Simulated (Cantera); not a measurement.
Feed: 1 mol SiC, 3.1 mol CO2, 85 mol H2, held at 68.0 mbar.

These are equilibrium values from Cantera (NASA tables, ideal gas, pure condensed phases), not measurements of a reactor. Candidate condensed phases: C, C6H6, C7H8, C8H18, H2O, Si, SiC, SiO2; 123 gas species. The tables hold silica as quartz up to 1696 K and as liquid above; real silica turns to tridymite and cristobalite and melts near 1996 K. The numbers say what is thermodynamically allowed, not how fast it happens.

x: gas mole fraction; n: condensed amount in mol.

```tsv
T (K)	x H2	x CO	x H2O	x SiO	x H	n SiO2(β-quartz)	n SiO2(condensed)
1175	0.953	0.0459	0.00118	1.15e-10	4.59e-7	1.00	0
1250	0.953	0.0460	0.00112	3.50e-9	1.81e-6	1.00	0
1325	0.953	0.0460	0.00110	6.93e-8	6.12e-6	1.000	0
1400	0.953	0.0460	0.00110	9.77e-7	1.82e-5	1.000	0
1475	0.953	0.0460	0.00111	1.03e-5	4.85e-5	0.999	0
1550	0.953	0.0460	0.00118	8.21e-5	0.000118	0.993	0
1625	0.952	0.0460	?	0.000436	0.000264	0.961	0
1700	0.949	0.0459	?	0.00150	0.000551	0	0.867
1775	0.944	0.0458	?	0.00381	0.00108	0	0.659
```

Task: Fill in the missing entries.

Result: 
- 1625, x H2O: 0.00153
- 1700, x H2O: 0.00258
- 1775, x H2O: 0.00487
